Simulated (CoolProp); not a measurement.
Vapour-liquid equilibrium of acetone (1) + cyclohexane (2) at 0.0165 MPa; x and y are mole fractions of (1).

Model: multi-fluid Helmholtz-energy mixture model, Lemmon 2006 and Zhou 2014; pair parameters Bell 2016, in CoolProp.

```
x      bubble temperature, mixture model (K)  bubble temperature, Raoult's law (K)  y, mixture model  y, Raoult's law
-----  -------------------------------------  ------------------------------------  ----------------  ---------------
0.05                                   291.8                                 302.0               [?]            0.110
0.125                                  285.0                                 300.0             0.613            0.251
0.2                                    282.7                                 298.1               [?]            0.371
0.275                                  282.0                                 296.3               [?]            0.473
0.35                                   281.8                                 294.7             0.688            0.561
0.425                                  281.8                                 293.2             0.689            0.638
0.5                                    281.8                                 291.9             0.689            0.705
0.575                                  281.7                                 290.6             0.692            0.764
0.65                                   281.7                                 289.3             0.700            0.817
0.725                                  281.6                                 288.2             0.717            0.864
0.8                                    281.8                                 287.1               [?]            0.906
0.875                                  282.2                                 286.1               [?]            0.944
0.95                                   283.2                                 285.1             0.898            0.979
```

**Question.** What belongs in the gaps?

**Answer.** 
- 0.05, y, mixture model: 0.436
- 0.2, y, mixture model: 0.665
- 0.275, y, mixture model: 0.683
- 0.8, y, mixture model: 0.748
- 0.875, y, mixture model: 0.803

The largest gap from Raoult's law is -15.4 K in bubble temperature, at x = 0.2. y crosses x between x = 0.65 and 0.725: the model has an azeotrope there.

Pair parameters are fitted to limited data, so mixtures are less certain than the pure fluids. With so large a gap from Raoult's law the liquid may split in two, which this calculation doesn't test in full.
